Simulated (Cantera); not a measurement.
Charge: 1 mol MgO, 3.6 mol HCl, 28 mol H2, equilibrated at 1200 Pa.

Method: chemical equilibrium by Gibbs-energy minimisation in Cantera with the NASA 1993 tables (ideal gas, pure condensed phases). Candidate condensed phases: H2O, Mg, MgCl2, MgO, Mg(OH)2; 22 gas species. Kinetics and transport are ignored.

**Question.** What share of the Mg ends up in condensed phases as a function of T (K), at 1448, 1498, 1548, 1598, 1648, 1698, 1748, 1798?

**Answer.** 
```csv
T (K),Mg condensed (%),as
1448,80.3,MgO(s)
1498,76.6,MgO(s)
1548,72.7,MgO(s)
1598,68.5,MgO(s)
1648,63.9,MgO(s)
1698,58.9,MgO(s)
1748,53.0,MgO(s)
1798,45.4,MgO(s)
```
